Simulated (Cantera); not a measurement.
# Premixed flame

A freely propagating, adiabatic, planar premixed flame of 51.3 % H2, 12.8 % O2, 35.9 % N2, unburnt at 625 K and 1.90 bar; mixture-averaged transport, grid criteria slope 0.08 and curve 0.16, no radiation.

Computed with Cantera and the H2/O2 subset of GRI-Mech 3.0, which has no nitrogen chemistry. Burning velocities carry a grid error of a few per cent, more on coarse grids.

| z (mm) | T (K) | u (m/s) | x H2 | x O2 | x HO2 | x H2O2 | x O | x H |
|---|---|---|---|---|---|---|---|---|
| -0.580 | 625 | 12.2 | 0.513 | 0.128 | <1e-8 | <1e-8 | <1e-8 | <1e-8 |
| -0.387 | 625 | 12.2 | 0.513 | 0.128 | <1e-8 | <1e-8 | <1e-8 | <1e-8 |
| -0.290 | 625 | 12.2 | 0.513 | 0.128 | <1e-8 | <1e-8 | <1e-8 | <1e-8 |
| -0.193 | 625 | 12.2 | 0.513 | 0.128 | 1.05e-6 | <1e-8 | <1e-8 | 1.04e-7 |
| -0.0967 | 651 | 12.6 | 0.509 | 0.128 | 0.000367 | 4.06e-6 | 1.48e-5 | 0.000363 |
| -0.0483 | 894 | 16.9 | 0.473 | 0.122 | 0.000287 | 1.46e-5 | 0.000450 | 0.0105 |
| 0 | 1340 | 24.5 | 0.360 | 0.0786 | 0.000125 | 4.05e-6 | 0.00402 | 0.0574 |
| 0.0483 | 1641 | 29.8 | 0.262 | 0.0220 | 3.43e-5 | 1.68e-6 | 0.00454 | 0.0969 |
| 0.0967 | 1775 | 32.0 | 0.238 | 0.00515 | 7.78e-6 | 9.86e-7 | 0.00306 | 0.101 |
| 0.193 | 1905 | 34.1 | 0.241 | 0.00129 | 2.00e-6 | 5.80e-7 | 0.00228 | 0.0886 |
| 0.387 | 2041 | 36.1 | 0.251 | 0.000785 | 1.22e-6 | 3.26e-7 | 0.00167 | 0.0707 |
| 0.773 | 2176 | 38.1 | 0.262 | 0.000475 | 7.61e-7 | 1.78e-7 | 0.00104 | 0.0525 |
| 1.55 | 2290 | 39.7 | 0.271 | 0.000253 | 4.32e-7 | 1.01e-7 | 0.000567 | 0.0369 |
x: mole fraction of selected species; z is measured from the peak of heat release.

```
Property                      Value
------------------------  ---------
laminar burning velocity  1220 cm/s
thermal thickness          0.193 mm
peak x(HO2)                0.000449
peak x(H2O2)                1.51e-5
peak x(O)                   0.00507
peak x(H)                     0.102
```
